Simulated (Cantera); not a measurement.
A perfectly stirred reactor is fed with CO : H2 : CH4 : O2 : N2 = 1 : 1 : 0.68 : 4 : 15 (molar parts), equivalence ratio 0.59, at 0.306 atm; it is adiabatic with a 598 K inlet, and is followed from long to short residence time, starting on the burning branch (τ in s: 0.41, 0.12, 0.036, 0.011, 0.0031, 0.00092, 0.00027, 8e-05, 2.4e-05).

Model: GRI-Mech 3.0 (53 species, 325 reactions), integrated in Cantera.

Q: What does this change do: pressure from 0.306 atm to 0.987 atm?

A: 
| quantity | before | after |
|---|---|---|
| blow-out, bracketed by the residence times tried | burning at 0.270 ms, out at 80.0 µs | burning at 80.0 µs, out at 24.0 µs |
| x(CO) at τ = 0.410 s | 0.00123 | 0.000472 |
| x(H2) at τ = 0.410 s | 0.000366 | 0.000137 |
| x(CH4) at τ = 0.410 s | 1.43e-6 | 8.13e-7 |
| x(NO) at τ = 0.410 s | 0.000341 | 0.000454 |
| x(C2H2) at τ = 0.410 s | 6.62e-12 | 5.78e-12 |
| x(CO) at τ = 3.10 ms | 0.0129 | 0.00565 |
| x(H2) at τ = 3.10 ms | 0.00434 | 0.00151 |
| x(CH4) at τ = 3.10 ms | 4.06e-5 | 2.51e-5 |
| x(NO) at τ = 3.10 ms | 2.24e-5 | 3.74e-5 |
| x(C2H2) at τ = 3.10 ms | 1.52e-10 | 3.44e-10 |
